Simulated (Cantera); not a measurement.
## Moist CO burnout

An isothermal, constant-pressure homogeneous reactor starts with CO : O2 : H2O : N2 = 0.0035 : 0.0033 : 0.0014 : 1 (molar parts), at 1450 K and 0.470 bar.

Cantera simulation using GRI-Mech 3.0 (53 species, 325 reactions); the numbers are that mechanism's predictions, not measurements.

```
t (s)         x CO     x O2    x H2O     x NO2     x HO2     x CO2       x H
--------  --------  -------  -------  --------  --------  --------  --------
9.00e-5    0.00347  0.00327  0.00139    <1e-12  1.42e-11  6.29e-10  5.41e-12
0.000232   0.00347  0.00327  0.00139    <1e-12  3.39e-11   1.67e-9  4.39e-11
0.000596   0.00347  0.00327  0.00139    <1e-12  7.82e-11   4.96e-9  3.40e-10
0.00153    0.00347  0.00327  0.00139    <1e-12  2.51e-10   2.34e-8   2.83e-9
0.00394    0.00347  0.00327  0.00139    <1e-12   4.52e-9   5.16e-7   7.11e-8
0.0101     0.00311  0.00303  0.00130  1.48e-12   2.22e-7  0.000361   7.57e-5
0.0261    0.000809  0.00188  0.00107  1.47e-10   1.82e-7   0.00267  0.000358
0.0671    0.000266  0.00164  0.00130  4.19e-10   1.28e-7   0.00321   6.11e-5
0.173      6.69e-5  0.00156  0.00136   1.05e-9   6.60e-8   0.00341   7.15e-6
0.444      1.45e-5  0.00154  0.00138   2.06e-9   2.02e-8   0.00346   7.66e-7
1.14       3.40e-6  0.00154  0.00139   2.34e-9   4.64e-9   0.00347   9.68e-8
2.94       9.80e-7  0.00154  0.00139   1.60e-9   1.16e-9   0.00348   1.67e-8
7.56       4.06e-7  0.00154  0.00139  9.99e-10  4.47e-10   0.00348   4.83e-9
19.4       2.98e-7  0.00154  0.00139  8.36e-10  3.33e-10   0.00348   3.15e-9
50.0       2.93e-7  0.00154  0.00139  8.33e-10  3.28e-10   0.00348   3.08e-9
```
x: mole fraction; the columns are a selection and need not sum to one.

Equilibrium at this temperature and pressure: CO 2.98e-7, O2 0.00149, H2O 0.00139, NO2 3.27e-8, HO2 3.21e-10, CO2 0.00348, H 3.11e-9 (gas phase only).
